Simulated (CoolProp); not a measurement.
A simple Rankine cycle with chloromethane (R40): condensing at 304.15 K, boiler at 3.2 MPa, turbine inlet 412.5 K, turbine efficiency 0.8, pump efficiency 0.8, no recuperator. Each further row changes one setting.

Model: reference Helmholtz-energy equation of state, Thol 2014, in CoolProp.

| case | thermal efficiency (%) | net work (kJ/kg) | heat in (kJ/kg) | turbine exit temperature (K) | volume ratio over the turbine |
|---|---|---|---|---|---|
| as stated | [?] | [?] | 434 | [?] | 4.00 |
| turbine inlet 432.5 K | 13.5 | 62.3 | [?] | [?] | 3.98 |
| condensing temperature 296.15 K | 14.4 | [?] | 447 | 302.3 | 4.89 |
| boiler pressure 2.24 MPa | 10.8 | 48.9 | 452 | [?] | [?] |
| turbine efficiency 0.7 | 11.3 | 49.2 | 434 | 321.7 | 4.14 |

Complete the blanks.


- as stated, thermal efficiency (%): 13.1
- as stated, net work (kJ/kg): 56.8
- as stated, turbine exit temperature (K): 314.5
- turbine inlet 432.5 K, heat in (kJ/kg): 460
- turbine inlet 432.5 K, turbine exit temperature (K): 334.5
- condensing temperature 296.15 K, net work (kJ/kg): 64.5
- boiler pressure 2.24 MPa, turbine exit temperature (K): 339.3
- boiler pressure 2.24 MPa, volume ratio over the turbine: 2.87
